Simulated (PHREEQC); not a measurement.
A PHREEQC input (ion-association model, wateq4f.dat):

```
SOLUTION 1
  temp 25
  units mg/L
  pH 7.79
  pe -1.8
  Na 38.6
  K 0.32
  Ca 41.1
  Mg 44.1
  Cl 64.6
  S(6) 85.9 as SO4
  Alkalinity 235 as HCO3
  Li 0.00573
END
USE solution 1
EQUILIBRIUM_PHASES 1
  Gypsu 0 0
  CO2(g) -3.4 10
END
```

It stops with these messages:

```
ERROR: Phase not found in database, Gypsu.
ERROR: Calculations terminating due to input errors.
```

The fault: the phase Gypsum misspelt. The line should read `Gypsum` where the input has `Gypsu`. With the mend the run ends at pH 8.69 and ionic strength 0.00999 mol/kgw.
